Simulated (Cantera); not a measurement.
An isothermal, constant-pressure homogeneous reactor starts with C₂H₄ : H₂ = 1 : 4.1 (molar parts), at 1450 K and 20.0 Torr.

Detailed kinetics in Cantera: GRI-Mech 3.0 (53 species, 325 reactions). GRI-Mech 3.0 was tuned for natural gas; its chemistry of ethylene as a main component is partial and can be far from experiment. GRI-Mech 3.0 stops at C3 and has no aromatics, soot or wall deposition, so with more carbon than oxygen in the feed, carbon stays in small species such as C2H2 where larger ones or solid carbon would form. Radical loss at walls, strong at low pressure, is not modelled.

**Question.** Predict: x(C₂H₄) at 1.00 s; x(H₂) at 1.00 s; x(CH₃) at 1.00 s; x(C₂H₆) at 1.00 s; x(C₂H₂) at 1.00 s; x(C₂H) at 1.00 s.

**Answer.** x(C₂H₄) at 1.00 s: 0.00802 (gas-phase equilibrium 0.00165)
x(H₂) at 1.00 s: 0.834 (gas-phase equilibrium 0.828)
x(CH₃) at 1.00 s: 4.64e-7 (gas-phase equilibrium 1.53e-5)
x(C₂H₆) at 1.00 s: 1.09e-6 (gas-phase equilibrium 4.68e-7)
x(C₂H₂) at 1.00 s: 0.157 (gas-phase equilibrium 0.159)
x(C₂H) at 1.00 s: 8.01e-9 (gas-phase equilibrium 1.39e-8)
